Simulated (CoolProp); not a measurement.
Vapour-liquid equilibrium of R22 (1) + C3F8 (R218) (2) at 0.233 bar; x and y are mole fractions of (1).

Values from CoolProp's multi-fluid Helmholtz-energy mixture model, Kamei 1995 and Lemmon 2006; pair parameters Bell 2016.

| x | bubble temperature (K) | y at the bubble point | dew temperature at overall composition x (K) | liquid density (mol/L) |
|---|---|---|---|---|
| 0.05 | 205.4 | 0.205 | 207.7 | 9.404 |
| 0.15 | 201.9 | 0.420 | 206.3 | 9.948 |
| 0.25 | 200.2 | 0.516 | 204.7 | 10.51 |
| 0.35 | 199.5 | 0.561 | 203.1 | 11.11 |
| 0.45 | 199.3 | 0.580 | 201.3 | 11.78 |
| 0.55 | 199.2 | 0.587 | 199.6 | 12.52 |
| 0.65 | 199.2 | 0.590 | 200.0 | 13.36 |
| 0.75 | 199.3 | 0.599 | 201.5 | 14.32 |
| 0.85 | 199.8 | 0.638 | 203.1 | 15.40 |
| 0.95 | 202.1 | 0.786 | 204.5 | 16.58 |

y crosses x between x = 0.55 and 0.65: the model has an azeotrope there.

Pair parameters are fitted to limited data, so mixtures are less certain than the pure fluids.
